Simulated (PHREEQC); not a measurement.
0.12 g of hydrous ferric oxide (600 m²/g; 0.2 weak and 0.005 strong sites per Fe, Dzombak-Morel constants, diffuse double layer) in 1 kg of water with 0.05 mol/kgw of an inert sodium salt and 0.00064 mol/kgw MnCl2 and 1.1e-05 mol/kgw SrCl2, at 25 °C; the pH is set by adding NaOH or the inert anion's acid. The system is closed to oxygen. No CO2 enters from the air. Precipitation was switched off in this run.

All values are PHREEQC results (ion-association model, wateq4f.dat), not measurements.

```json
[
 {"pH": "3", "Mn sorbed (%)": "0.0", "Sr sorbed (%)": "0.0", "surface charge σ (C/m²)": "0.358", "surface potential ψ (mV)": "168"},
 {"pH": "3.5", "Mn sorbed (%)": "0.0", "Sr sorbed (%)": "0.0", "surface charge σ (C/m²)": "0.336", "surface potential ψ (mV)": "166"},
 {"pH": "4", "Mn sorbed (%)": "0.0", "Sr sorbed (%)": "0.0", "surface charge σ (C/m²)": "0.295", "surface potential ψ (mV)": "159"},
 {"pH": "5", "Mn sorbed (%)": "0.0", "Sr sorbed (%)": "0.0", "surface charge σ (C/m²)": "0.183", "surface potential ψ (mV)": "135"},
 {"pH": "5.5", "Mn sorbed (%)": "0.2", "Sr sorbed (%)": "0.0", "surface charge σ (C/m²)": "0.132", "surface potential ψ (mV)": "118"},
 {"pH": "6", "Mn sorbed (%)": "0.7", "Sr sorbed (%)": "0.0", "surface charge σ (C/m²)": "0.092", "surface potential ψ (mV)": "100"},
 {"pH": "6.5", "Mn sorbed (%)": "1.4", "Sr sorbed (%)": "0.0", "surface charge σ (C/m²)": "0.061", "surface potential ψ (mV)": "80"},
 {"pH": "7.5", "Mn sorbed (%)": "9.4", "Sr sorbed (%)": "0.0", "surface charge σ (C/m²)": "0.033", "surface potential ψ (mV)": "54"},
 {"pH": "8", "Mn sorbed (%)": "16.0", "Sr sorbed (%)": "0.0", "surface charge σ (C/m²)": "0.032", "surface potential ψ (mV)": "52"},
 {"pH": "8.5", "Mn sorbed (%)": "20.4", "Sr sorbed (%)": "0.0", "surface charge σ (C/m²)": "0.032", "surface potential ψ (mV)": "52"},
 {"pH": "9", "Mn sorbed (%)": "22.4", "Sr sorbed (%)": "0.0", "surface charge σ (C/m²)": "0.031", "surface potential ψ (mV)": "52"},
 {"pH": "10", "Mn sorbed (%)": "23.2", "Sr sorbed (%)": "0.0", "surface charge σ (C/m²)": "0.030", "surface potential ψ (mV)": "50"},
 {"pH": "10.5", "Mn sorbed (%)": "23.2", "Sr sorbed (%)": "0.1", "surface charge σ (C/m²)": "0.028", "surface potential ψ (mV)": "47"},
 {"pH": "11", "Mn sorbed (%)": "22.9", "Sr sorbed (%)": "0.3", "surface charge σ (C/m²)": "0.023", "surface potential ψ (mV)": "40"}
]
```

Along this series the solution becomes supersaturated in solids that the run did not let form, among them Pyrochroite. Species that the database lacks are ignored. The oxide is taken as insoluble; below pH 4 it would dissolve.
